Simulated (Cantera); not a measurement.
Input: 1 mol HMDSO, 9.1 mol CO₂, 7.2 mol H₂, at 750 K and 97.5 Torr.

Method: chemical equilibrium by Gibbs-energy minimisation in Cantera with the NASA 1993 tables (ideal gas, pure condensed phases). Candidate condensed phases: C, C₆H₆, C₇H₈, C₈H₁₈, H₂O, Si, SiC, SiO₂; 123 gas species. The feed counts by its element totals alone. Rates play no part.

Base state: H₂ 0.402, H₂O 0.260, CO₂ 0.216, CH₄ 0.0671, CO 0.0547 (mole fractions); condensed: C(graphite) + SiO₂(α-quartz).

Q: What changes in the equilibrium state with this change: temperature from 750 K to 1923.15 K?

A: 
| species | before | after |
|---|---|---|
| H₂ | 0.402 | 0.502 |
| CO | 0.0547 | 0.476 |
| H₂O | 0.260 | 0.00948 |
| CO₂ | 0.216 | 0.00209 |
| CH₄ | 0.0671 | 9.11e-9 |
| SiO | <1e-9 | 0.00841 |
| H | <1e-9 | 0.00185 |
| C(graphite), mol | 8.22 | 0 |
| SiO₂(α-quartz), mol | 2.00 | 0 |
| SiO₂(condensed), mol | 0 | 1.73 |
The tables hold silica as quartz up to 1696 K and as liquid above; real silica turns to tridymite and cristobalite and melts near 1996 K.
